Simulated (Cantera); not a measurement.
A closed system holds: 1 mol MgO, 0.015 mol C, 0.018 mol H2, held at 2350 K.

Equilibrium computed with Cantera from the NASA thermochemical tables; the gas is ideal and each condensed phase is pure. Candidate condensed phases: C, C6H6, C7H8, C8H18, H2O, Mg, MgCO3, MgO, Mg(OH)2; 116 gas species. The tables' values for MgH are old estimates; treat these amounts as uncertain. The numbers say what is thermodynamically allowed, not how fast it happens.

x: gas mole fraction; n: condensed amount in mol.

```csv
P (Pa),x Mg,x O,x H2,x CO,x O2,x H2O,x H,x CO2,x OH,x MgH,n MgO(s)
1,0.511,0.421,2.01e-5,0.00738,0.0407,4.67e-6,0.0177,0.000298,0.000708,1.35e-7,0
4.60,0.544,0.318,8.55e-5,0.00719,0.107,6.91e-5,0.0170,0.00101,0.00237,6.37e-7,0
22,0.583,0.192,0.000270,0.00632,0.186,0.000631,0.0138,0.00256,0.00556,2.65e-6,0
100,0.472,0.0402,0.0463,0.126,0.0370,0.103,0.0849,0.0484,0.0324,6.00e-5,0.959
460,…,…,…,…,…,0.0978,…,…,…,0.000201,0.977
2200,0.338,0.000116,0.284,0.283,6.80e-6,0.0400,0.0448,0.00693,0.00109,0.000498,0.982
10000,0.317,5.99e-6,0.342,0.303,8.23e-8,0.0113,0.0231,0.00174,0.000131,0.00109,0.984
46000,0.311,…,0.363,0.310,…,…,…,…,…,0.00237,0.985
220000,0.308,1.27e-8,0.369,0.312,8.19e-12,0.000571,0.00511,8.38e-5,1.36e-6,0.00517,0.985
1000000,0.303,6.27e-10,0.370,0.314,<1e-12,0.000128,0.00240,1.88e-5,1.43e-7,0.0109,0.985
```

Some entries are withheld; supply them.


- 46000, x O: 2.89e-7
- 46000, x O2: 8.78e-10
- 46000, x H2O: 0.00266
- 46000, x H: 0.0111
- 46000, x CO2: 0.000394
- 46000, x OH: 1.40e-5
- 460, x Mg: 0.389
- 460, x O: 0.00231
- 460, x H2: 0.167
- 460, x CO: 0.233
- 460, x O2: 0.000561
- 460, x H: 0.0752
- 460, x CO2: 0.0237
- 460, x OH: 0.00759
